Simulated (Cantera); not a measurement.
## Thermodynamics of silicon etching in halogen gases, feed Si + Br₂ + N₂

Feed: 1 mol Si, 1.3 mol Br₂, 1.6 mol N₂, held at 0.000620 bar.

Equilibrium computed with Cantera from the NASA thermochemical tables; the gas is ideal and each condensed phase is pure. Candidate condensed phases: Br₂, Si, Si₃N₄; 13 gas species. N₂ is the only nitrogen source here; it is nearly inert below about 1500 K, so the nitride shown seldom forms there in practice. The tables' values for SiBr₃ are old estimates; treat these amounts as uncertain. The numbers say what is thermodynamically allowed, not how fast it happens.

From 727 °C to 877 °C the condensed part is Si₃N₄(s). The main Si-bearing gas is SiBr₄ throughout.

```
T (°C)   x N₂  x SiBr₄   x SiBr₂   x SiBr₃      x Br    x Br₂    x SiBr  n Si₃N₄(s)
------  -----  -------  --------  --------  --------  -------  --------  ----------
727     0.677    0.322  0.000136  0.000422  0.000512  4.94e-6    <1e-12       0.117
752     0.677    0.321  0.000304  0.000692  0.000804  6.86e-6  4.51e-12       0.117
777     0.677    0.320  0.000652   0.00111   0.00124  9.38e-6  1.93e-11       0.116
802     0.676    0.319   0.00135   0.00173   0.00186  1.26e-5  7.74e-11       0.116
827     0.675    0.317   0.00270   0.00264   0.00275  1.67e-5  2.91e-10       0.116
852     0.674    0.313   0.00521   0.00395   0.00400  2.18e-5   1.03e-9       0.115
877     0.672    0.307   0.00974   0.00576   0.00570  2.81e-5   3.43e-9       0.113
```
x: gas mole fraction; n: condensed amount in mol.
